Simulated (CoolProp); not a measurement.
Vapour-liquid equilibrium of R22 (1) + R11 (2) at 278 K; x and y are mole fractions of (1).

The numbers come from the multi-fluid Helmholtz-energy mixture model, Kamei 1995 and Jacobsen 1992; pair parameters Bell 2016 in CoolProp.

```tsv
x	bubble pressure (MPa)	y at the bubble point	dew pressure at overall composition x (MPa)	liquid density (mol/L)
0.05	0.09150	0.479	…	11.23
0.2	0.1964	…	0.06110	11.67
0.35	0.2786	0.865	0.07443	12.14
0.5	0.3485	0.908	0.09511	12.64
0.65	0.4139	0.939	0.1314	13.18
0.8	0.4809	0.965	0.2101	…
0.95	0.5545	0.991	…	14.40
```

**Question.** Some entries are withheld; supply them.

**Answer.** 
- 0.05, dew pressure at overall composition x (MPa): 0.05180
- 0.2, y at the bubble point: 0.782
- 0.8, liquid density (mol/L): 13.77
- 0.95, dew pressure at overall composition x (MPa): 0.4417

No azeotrope shows between x = 0.05 and 0.95.

The pair parameters rest on a limited set of measurements; away from them the model extrapolates.
